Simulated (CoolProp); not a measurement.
Vapour-liquid equilibrium of R1234yf (1) + isobutane (2) at 227.3 K; x and y are mole fractions of (1).

The numbers come from the multi-fluid Helmholtz-energy mixture model, Lemmon 2022 and Bücker 2006; pair parameters Bell 2016 in CoolProp.

| x | bubble pressure (MPa) | y at the bubble point | dew pressure at overall composition x (MPa) | liquid density (mol/L) |
|---|---|---|---|---|
| 0.05 | 0.02859 | 0.292 | 0.02212 | … |
| 0.15 | 0.03761 | 0.500 | 0.02442 | 10.87 |
| 0.25 | 0.04222 | 0.581 | … | 10.89 |
| 0.35 | 0.04475 | 0.625 | 0.03070 | 10.93 |
| 0.45 | 0.04631 | 0.657 | 0.03505 | 10.98 |
| 0.55 | 0.04742 | 0.687 | 0.04041 | … |
| 0.65 | 0.04824 | 0.721 | 0.04599 | 11.11 |
| 0.75 | 0.04872 | 0.767 | 0.04862 | 11.20 |
| 0.85 | 0.04863 | 0.832 | 0.04848 | 11.30 |
| 0.95 | 0.04751 | 0.930 | … | 11.41 |

Q: Fill in the missing entries.

A: 
- 0.05, liquid density (mol/L): 10.85
- 0.25, dew pressure at overall composition x (MPa): 0.02722
- 0.55, liquid density (mol/L): 11.04
- 0.95, dew pressure at overall composition x (MPa): 0.04720

y crosses x between x = 0.75 and 0.85: the model has an azeotrope there.

The pair parameters rest on a limited set of measurements; away from them the model extrapolates. With so large a gap from Raoult's law the liquid may split in two, which this calculation doesn't test in full.
